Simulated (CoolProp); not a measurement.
A single-stage vapour-compression cycle with R115: evaporating at 213.15 K (dew point), condensing at 235.15 K (bubble point), superheat 5 K, subcooling 8 K, compressor efficiency 0.8, no pressure losses. Each further row changes one setting.

The numbers come from the reference Helmholtz-energy equation of state, Lemmon 2016 in CoolProp.

| case | cooling COP | pressure ratio | discharge temperature (K) | refrigerating effect (kJ/kg) | volumetric capacity (kJ/m³) |
|---|---|---|---|---|---|
| as stated | 7.53 | 2.97 | 246.0 | 123 | 384 |
| evaporating temperature 218.15 K | 10.2 | 2.27 | 244.3 | ? | ? |
| condensing temperature 230.15 K | ? | 2.37 | 240.1 | 128 | 399 |
| subcooling 13 K | ? | 2.97 | 246.0 | 128 | 399 |
| superheat 15 K | 7.54 | 2.97 | 256.5 | ? | 385 |
| compressor efficiency 0.7 | ? | 2.97 | 249.5 | 123 | 384 |

### Question
Fill in the missing entries.

### Answer

- evaporating temperature 218.15 K, refrigerating effect (kJ/kg): 126
- evaporating temperature 218.15 K, volumetric capacity (kJ/m³): 506
- condensing temperature 230.15 K, cooling COP: 9.94
- subcooling 13 K, cooling COP: 7.81
- superheat 15 K, refrigerating effect (kJ/kg): 129
- compressor efficiency 0.7, cooling COP: 6.59
